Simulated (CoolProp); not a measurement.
A single-stage vapour-compression cycle with R245fa: evaporating at 242.15 K (dew point), condensing at 264.15 K (bubble point), superheat 8 K, subcooling 2 K, compressor efficiency 0.7, no pressure losses. Each further row changes one setting.

Computed with CoolProp (reference Helmholtz-energy equation of state, Akasaka 2015).

```csv
case,cooling COP,pressure ratio,discharge temperature (K),refrigerating effect (kJ/kg),volumetric capacity (kJ/m³)
as stated,7.25,3.35,285.5,202,136
evaporating temperature 247.15 K,9.74,2.49,282.0,205,183
condensing temperature 259.15 K,9.54,[?],278.1,208,140
subcooling 7 K,[?],3.35,285.5,208,140
superheat 18 K,7.24,3.35,296.0,209,136
compressor efficiency 0.6,6.22,3.35,[?],202,136
```

Q: Fill in the missing entries.

A: 
- condensing temperature 259.15 K, pressure ratio: 2.60
- subcooling 7 K, cooling COP: 7.47
- compressor efficiency 0.6, discharge temperature (K): 290.9
